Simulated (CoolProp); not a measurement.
Aqueous ammonia as a coolant, 13 % by mass, freezing at -19.1 °C, 1 atm.

Values from CoolProp's Melinder's fits for secondary coolants.

```
T (°C)  density (kg/m³)  conductivity (W/(m K))  cp (kJ/(kg K))  Prandtl number
------  ---------------  ----------------------  --------------  --------------
-17.3             955.7                       …           4.252            38.5
-11.1             954.9                   0.460           4.241            28.4
-4.9              953.8                       …               …            21.9
1.4                   …                   0.482           4.220            17.3
7.6                   …                   0.492               …            14.1
13.9              948.7                       …           4.204            11.6
20.1              946.6                   0.513           4.198            9.62
```

### Question
Complete the blanks.

### Answer

- -17.3, conductivity (W/(m K)): 0.449
- -4.9, conductivity (W/(m K)): 0.471
- -4.9, cp (kJ/(kg K)): 4.230
- 1.4, density (kg/m³): 952.3
- 7.6, density (kg/m³): 950.7
- 7.6, cp (kJ/(kg K)): 4.211
- 13.9, conductivity (W/(m K)): 0.502
